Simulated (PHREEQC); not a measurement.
Na2CO3 is added in steps, without added water, to 1 kg of water holding 8.9 mmol/kgw HNO3 and 3.7 mmol/kgw CaCl2, at 25 °C. O2 is buffered at 0.21 atm. The system is closed to CO2. Only these solids could form: Calcite, Portlandite, Halite, Nahcolite, Natron.

Base run: PHREEQC, ion-association model, wateq4f.dat. Each further column changes one thing. The table gives pH.

| Na2CO3 added (mol) | base | metal-ligand complexes left out | Davies equation for every ion | all activity coefficients set to 1 | database phreeqc.dat |
|---|---|---|---|---|---|
| 0 | 2.10 | 2.10 | 2.11 | 2.05 | 2.10 |
| 0.0016 | 2.29 | 2.29 | 2.30 | 2.24 | 2.29 |
| 0.0024 | 2.44 | 2.44 | 2.45 | 2.39 | 2.44 |
| 0.004 | 3.10 | 3.10 | 3.10 | 3.04 | 3.10 |
| 0.0048 | 5.51 | 5.53 | 5.51 | 5.56 | 5.51 |
| 0.0064 | 6.47 | 6.48 | 6.46 | 6.52 | 6.47 |
| 0.0072 | 6.78 | 6.80 | 6.78 | 6.69 | 6.78 |
| 0.0088 | 6.98 | 6.97 | 6.99 | 6.84 | 6.98 |
| 0.0096 | 7.08 | 7.06 | 7.08 | 6.94 | 7.08 |
| 0.0112 | 7.39 | 7.38 | 7.40 | 7.28 | 7.39 |
| 0.012 | 7.73 | 7.73 | 7.74 | 7.65 | 7.73 |
| 0.0136 | 9.09 | 9.18 | 9.08 | 9.21 | 9.09 |
| 0.0144 | 9.33 | 9.43 | 9.32 | 9.45 | 9.33 |
| 0.016 | 9.58 | 9.69 | 9.58 | 9.71 | 9.58 |

 phreeqc.dat and wateq4f.dat share most of their constants, so their agreement is no independent check. Solids allowed in the column 'database phreeqc.dat': Calcite, Halite.
